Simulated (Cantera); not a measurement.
Cantera run, input and output.

```python
import numpy as np
import cantera as ct

gas = ct.Solution("gri30.yaml")


def delay(T, t_max=10):
    gas.TPX = T, 500000, {'C3H8': 1, 'O2': 2.63, 'N2': 9.89}
    reactor = ct.IdealGasReactor(gas, clone=False)
    net = ct.ReactorNet([reactor])
    net.rtol, net.atol = 1e-8, 1e-16
    while net.time < t_max:
        t_old, T_old = net.time, reactor.T
        net.step()
        if reactor.T > T + 400:  # ignition: a rise of 400 K
            return t_old + (T + 400 - T_old) / (reactor.T - T_old) * (net.time - t_old)
    return np.nan


taus = []
for T in [1250, 1325, 1400, 1475, 1550, 1625, 1700, 1775, 1850, 1925]:
    taus.append(delay(T))
    print(f"T0 = {T:6g} K   tau = {taus[-1]:.4e} s")
```

Result:

```
T0 =   1250 K   tau = 1.0108e-03 s
T0 =   1325 K   tau = 2.7873e-04 s
T0 =   1400 K   tau = 9.2196e-05 s
T0 =   1475 K   tau = 3.6497e-05 s
T0 =   1550 K   tau = 1.6987e-05 s
T0 =   1625 K   tau = 9.0814e-06 s
T0 =   1700 K   tau = 5.4452e-06 s
T0 =   1775 K   tau = 3.5816e-06 s
T0 =   1850 K   tau = 2.5353e-06 s
T0 =   1925 K   tau = 1.9014e-06 s
```

Cantera simulation using GRI-Mech 3.0 (53 species, 325 reactions); the numbers are that mechanism's predictions, not measurements. GRI-Mech 3.0 was tuned for natural gas; its chemistry of propane as a main component is partial and can be far from experiment.
